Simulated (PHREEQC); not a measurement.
Consider water at 25 °C with 5 mmol/kgw NaCl and 13 mmol/kgw K2SO4. Closed to the air; pH follows from the charge balance.

Computed with PHREEQC (Pitzer model, pitzer.dat).

Each row changes one thing in this solution. No solid was allowed to form.

| case | HSO4- (mol/kgw) | SI of Arcanite (K2SO4) |
|---|---|---|
| as made | 5.49e-8 | -3.70 |
| diluted 5-fold with water | 1.72e-8 | -5.53 |
| temperature from 25 to 65 °C | 4.60e-7 | -4.07 |
| K2SO4 from 0.013 to 0.065 mol/kgw | ? | -2.01 |
| NaCl from 0.005 to 0.0075 mol/kgw | ? | -3.71 |
| NaCl left out | 5.63e-8 | ? |

Complete the blanks.


- K2SO4 from 0.013 to 0.065 mol/kgw, HSO4- (mol/kgw): 1.35e-7
- NaCl from 0.005 to 0.0075 mol/kgw, HSO4- (mol/kgw): 5.42e-8
- NaCl left out, SI of Arcanite (K2SO4): -3.67

Complexes and solids missing from the database can't appear. At this temperature some constants are extrapolated from 25 °C, and those without enthalpy data are left unchanged.
